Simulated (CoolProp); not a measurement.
A single-stage vapour-compression cycle with R113: evaporating at 275.15 K (dew point), condensing at 318.15 K (bubble point), superheat 5 K, subcooling 5 K, compressor efficiency 0.8, no pressure losses. Each further row changes one setting.

Model: reference Helmholtz-energy equation of state, Marx 1992, in CoolProp.

```json
[
 {"case": "as stated", "cooling COP": "…", "pressure ratio": "5.61", "discharge temperature (K)": "324.9", "refrigerating effect (kJ/kg)": "127", "volumetric capacity (kJ/m³)": "170"},
 {"case": "evaporating temperature 280.15 K", "cooling COP": "5.33", "pressure ratio": "…", "discharge temperature (K)": "324.1", "refrigerating effect (kJ/kg)": "…", "volumetric capacity (kJ/m³)": "217"},
 {"case": "condensing temperature 313.15 K", "cooling COP": "…", "pressure ratio": "…", "discharge temperature (K)": "320.2", "refrigerating effect (kJ/kg)": "131", "volumetric capacity (kJ/m³)": "177"},
 {"case": "subcooling 10 K", "cooling COP": "4.70", "pressure ratio": "5.61", "discharge temperature (K)": "324.9", "refrigerating effect (kJ/kg)": "131", "volumetric capacity (kJ/m³)": "177"},
 {"case": "superheat 15 K", "cooling COP": "4.59", "pressure ratio": "5.61", "discharge temperature (K)": "335.5", "refrigerating effect (kJ/kg)": "133", "volumetric capacity (kJ/m³)": "…"},
 {"case": "compressor efficiency 0.7", "cooling COP": "3.97", "pressure ratio": "5.61", "discharge temperature (K)": "330.6", "refrigerating effect (kJ/kg)": "127", "volumetric capacity (kJ/m³)": "170"}
]
```

Problem. Fill in the missing entries.

Solution. 
- as stated, cooling COP: 4.54
- evaporating temperature 280.15 K, pressure ratio: 4.44
- evaporating temperature 280.15 K, refrigerating effect (kJ/kg): 130
- condensing temperature 313.15 K, cooling COP: 5.25
- condensing temperature 313.15 K, pressure ratio: 4.72
- superheat 15 K, volumetric capacity (kJ/m³): 173
